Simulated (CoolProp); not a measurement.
Properties of R245ca along the isotherm 450 K.

Model: reference Helmholtz-energy equation of state, Zhou 2016, in CoolProp.

```tsv
p (bar)	phase	cp (kJ/(kg K))	cv (kJ/(kg K))	expansivity (1/kK)
0.312	gas	1.165	1.102	2.244
0.47	gas	1.166	1.103	2.255
0.709	gas	1.167	1.103	2.271
1.07	gas	1.169	1.104	2.297
1.61	gas	1.171	1.105	2.336
2.43	gas	1.175	1.106	2.398
3.67	gas	1.182	1.108	2.496
5.54	gas	1.192	1.112	2.656
8.36	gas	1.210	1.118	2.931
12.6	gas	1.243	1.128	3.442
19	gas	1.315	1.146	4.574
28.7	gas	1.555	1.186	8.429
43.3	supercritical	4.037	1.259	41.38
65.3	supercritical	1.931	1.207	7.592
98.5	supercritical	1.700	1.195	4.404
```

The peak of cp marks the crossing from liquid-like to gas-like fluid above the critical point.
